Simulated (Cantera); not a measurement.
What does this Cantera script print?

```python
import numpy as np
import cantera as ct

gas = ct.Solution("gri30.yaml")
gas.TPX = 1173, 18000, {'N2O': 1, 'N2': 0.0057}
reactor = ct.IdealGasConstPressureReactor(gas, energy="off", clone=False)
net = ct.ReactorNet([reactor])
net.rtol, net.atol = 1e-08, 1e-18
show = ['N2O', 'O2', 'NO', 'NO2', 'N2', 'O']
times = np.geomspace(4e-05, 5, 14)

steps = ct.SolutionArray(gas, extra=["t"])
rows = []
print(f"{'t/s':>10s}{'T/K':>9s}{'P/Pa':>11s}" + "".join(f"{s:>11s}" for s in show))
for t in times:
    while net.time < t:
        t_next = net.step()
        steps.append(gas.state, t=t_next)
    rows.append([np.interp(t, steps.t, y) for y in (steps.T, steps.P, *steps(*show).X.T)])
    print(f"{t:10.3e}{rows[-1][0]:9.1f}{rows[-1][1]:11.4g}" + "".join(f"{x:11.3e}" for x in rows[-1][2:]))
rate = np.gradient(steps.T, steps.t)
print("integrator steps:", len(steps.t))
if steps.T.max() > steps.T[0] + 200:
    print(f"time of steepest temperature rise: {steps.t[rate.argmax()]:.4e} s")
gas.TPX = 1173, 18000, {'N2O': 1, 'N2': 0.0057}
gas.equilibrate("TP")
print(f"equilibrium (TP): T = {gas.T:.1f} K  " + "  ".join(f"{s} {gas[s].X[0]:.3e}" for s in show))
```

It prints:

```
       t/s      T/K       P/Pa        N2O         O2         NO        NO2         N2          O
 4.000e-05   1173.0    1.8e+04  9.943e-01  4.611e-07  9.594e-08  1.512e-14  5.669e-03  7.856e-07
 9.866e-05   1173.0    1.8e+04  9.943e-01  1.896e-06  3.945e-07  2.552e-13  5.673e-03  1.100e-06
 2.433e-04   1173.0    1.8e+04  9.943e-01  6.068e-06  1.262e-06  2.613e-12  5.682e-03  1.177e-06
 6.002e-04   1173.0    1.8e+04  9.943e-01  1.653e-05  3.439e-06  1.937e-11  5.704e-03  1.179e-06
 1.480e-03   1173.0    1.8e+04  9.942e-01  4.233e-05  8.806e-06  1.268e-10  5.758e-03  1.179e-06
 3.651e-03   1173.0    1.8e+04  9.940e-01  1.059e-04  2.204e-05  7.894e-10  5.891e-03  1.179e-06
 9.005e-03   1173.0    1.8e+04  9.935e-01  2.628e-04  5.467e-05  4.778e-09  6.220e-03  1.179e-06
 2.221e-02   1173.0    1.8e+04  9.922e-01  6.491e-04  1.350e-04  2.798e-08  7.031e-03  1.179e-06
 5.478e-02   1173.0    1.8e+04  9.890e-01  1.599e-03  3.325e-04  1.546e-07  9.024e-03  1.178e-06
 1.351e-01   1173.0    1.8e+04  9.814e-01  3.925e-03  8.157e-04  7.535e-07  1.390e-02  1.178e-06
 3.332e-01   1173.0    1.8e+04  9.627e-01  9.556e-03  1.985e-03  2.939e-06  2.572e-02  1.176e-06
 8.219e-01   1173.0    1.8e+04  9.188e-01  2.284e-02  4.737e-03  8.815e-06  5.358e-02  1.172e-06
 2.027e+00   1173.0    1.8e+04  8.215e-01  5.229e-02  1.082e-02  2.206e-05  1.154e-01  1.160e-06
 5.000e+00   1173.0    1.8e+04  6.336e-01  1.092e-01  2.244e-02  4.794e-05  2.347e-01  1.130e-06
integrator steps: 586
equilibrium (TP): T = 1173.0 K  N2O 5.131e-09  O2 3.320e-01  NO 1.843e-04  NO2 1.891e-06  N2 6.678e-01  O 1.910e-08
```

Model: GRI-Mech 3.0 (53 species, 325 reactions), integrated in Cantera. GRI-Mech 3.0 was tuned for natural gas; its chemistry of N2O as a main component is partial and can be far from experiment. The mechanism lacks the step 2 NO + O2 → 2 NO2, which can matter for NO2 below about 1400 K. The temperature is held fixed by assumption; the heat of reaction is taken as removed at once.
